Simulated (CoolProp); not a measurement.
Ethanol along the isotherm 545.8 K: fugacity coefficient from the reference equation and from simpler models built on Tc = 514.7 K, pc = 62.68 bar, ω = 0.644; each cubic takes its own stable root.

Values from CoolProp's reference Helmholtz-energy equation of state, Schroeder 2014.

```tsv
p (bar)	phase	reference	van der Waals	Soave-Redlich-Kwong
13.1	gas	[?]	0.9465	[?]
26.1	gas	0.9076	0.8938	0.8917
39.2	gas	0.8613	0.8407	0.8393
52.2	gas	0.8148	0.7875	0.7883
65.3	supercritical	0.7668	0.7322	0.7378
78.3	supercritical	0.7168	0.6725	0.6883
91.4	supercritical	0.6630	0.6126	0.6396
104	supercritical	0.6113	0.5663	0.5963
118	supercritical	0.5612	0.5258	0.5552
131	supercritical	0.5227	0.4960	0.5234
144	supercritical	0.4906	[?]	0.4968
157	supercritical	0.4636	0.4518	[?]
```

Task: Fill in the missing entries.

Result: 
- 13.1, reference: 0.9535
- 13.1, Soave-Redlich-Kwong: 0.9449
- 144, van der Waals: 0.4718
- 157, Soave-Redlich-Kwong: 0.4743
